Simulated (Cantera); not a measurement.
Input: 1 mol CH3SiCl3, 910 mol H2, equilibrated at 1950 K and 2.93 Torr.

Equilibrium computed with Cantera from the NASA thermochemical tables; the gas is ideal and each condensed phase is pure. Candidate condensed phases: C, C6H6, C7H8, C8H18, Si, SiC; 109 gas species. The feed counts by its element totals alone. Rates play no part.

Base state: H2 0.978, H 0.0182, HCl 0.00320, Si 0.000424, C2H2 (acetylene) 0.000228, Cl 4.46e-5, SiH 2.00e-5 (mole fractions); condensed: SiC(s).

Question: What changes in the equilibrium state with this change: pressure from 2.93 Torr to 1.00 Torr?

Answer: 
| species | before | after |
|---|---|---|
| H2 | 0.978 | 0.965 |
| H | 0.0182 | 0.0308 |
| HCl | 0.00320 | 0.00315 |
| Si | 0.000424 | 0.000876 |
| SiC2 | 5.90e-6 | 2.44e-5 |
| Si2C | 9.35e-6 | 1.93e-5 |
| SiC(s), mol | 0.558 | 0.0974 |

Question: What changes in the equilibrium state with this change: temperature from 1950 K to 2600 K?

Answer: 
```csv
species,before,after
H2,0.978,0.543
H,0.0182,0.453
HCl,0.00320,0.00160
Si,0.000424,0.000825
C,1.69e-9,3.22e-5
C2H,6.66e-8,2.63e-5
Cl,4.46e-5,0.000936
SiH,2.00e-5,8.67e-6
SiC2,5.90e-6,1.15e-5
"SiC(s), mol",0.558,0
```
